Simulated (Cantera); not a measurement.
Source: NASA polynomial tables (part measured, part estimated), evaluated in Cantera. Values are per mole of reaction as written; species without (g) are pure solids or liquids, kept so even where they would boil at 1 bar. TiC: taken at fixed stoichiometry.

CH₄(g) + 3 TiC → 3 Ti + 2 C₂H₂(g), with ΔH° = 1083.4 kJ and ΔS° = 235.1 J/K at 300 K.

Q: How far is the shortcut ΔG° ≈ ΔH°(300 K) − T·ΔS°(300 K) from the full temperature-dependent value at 698, 798, 898, 998, 1098, 1198, 1298, 1398, 1498, 1598, 1698 K?

A: 
| T (K) | shortcut (kJ) | full (kJ) | difference (kJ) | difference in log10 K | condensed phases |
|---|---|---|---|---|---|
| 698 | 919.2 | 916.0 | 3.3 | -0.25 | TiC(s), Ti(α) |
| 798 | 895.7 | 891.3 | 4.5 | -0.29 | TiC(s), Ti(α) |
| 898 | 872.2 | 866.5 | 5.7 | -0.33 | TiC(s), Ti(α) |
| 998 | 848.7 | 841.7 | 7.0 | -0.36 | TiC(s), Ti(α) |
| 1098 | 825.2 | 816.9 | 8.3 | -0.40 | TiC(s), Ti(α) |
| 1198 | 801.7 | 791.4 | 10.3 | -0.45 | TiC(s), Ti(β) |
| 1298 | 778.1 | 765.3 | 12.8 | -0.52 | TiC(s), Ti(β) |
| 1398 | 754.6 | 739.4 | 15.3 | -0.57 | TiC(s), Ti(β) |
| 1498 | 731.1 | 713.4 | 17.7 | -0.62 | TiC(s), Ti(β) |
| 1598 | 707.6 | 687.5 | 20.1 | -0.66 | TiC(s), Ti(β) |
| 1698 | 684.1 | 661.6 | 22.5 | -0.69 | TiC(s), Ti(β) |
The shortcut ignores heat capacities and the phase changes listed.
